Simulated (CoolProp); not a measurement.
Properties of octamethyltrisiloxane (MDM) along the isobar 1070 kPa.

The numbers come from the reference Helmholtz-energy equation of state, Thol 2017 in CoolProp.

| T (K) | phase | density (kg/m³) | cp (kJ/(kg K)) | cv (kJ/(kg K)) | isothermal compressibility (1/MPa) | expansivity (1/kK) |
|---|---|---|---|---|---|---|
| 488.7 | liquid | 592.0 | ? | 1.943 | 0.01781 | 2.763 |
| 501.1 | liquid | 570.7 | 2.347 | 1.973 | 0.02362 | 3.172 |
| 513.4 | liquid | 547.0 | ? | 2.003 | 0.03302 | ? |
| 525.7 | liquid | 519.2 | 2.496 | 2.034 | 0.05069 | 4.808 |
| 538 | liquid | 483.7 | 2.655 | 2.067 | 0.09499 | 7.084 |
| 550.4 | gas | 94.84 | 2.595 | 2.085 | 2.280 | 14.16 |
| 562.7 | gas | 82.98 | ? | 2.095 | 1.721 | 8.651 |
| 575 | gas | 75.72 | 2.323 | 2.109 | 1.495 | 6.487 |

Complete the blanks.


- 488.7, cp (kJ/(kg K)): 2.297
- 513.4, cp (kJ/(kg K)): 2.409
- 513.4, expansivity (1/kK): 3.779
- 562.7, cp (kJ/(kg K)): 2.390
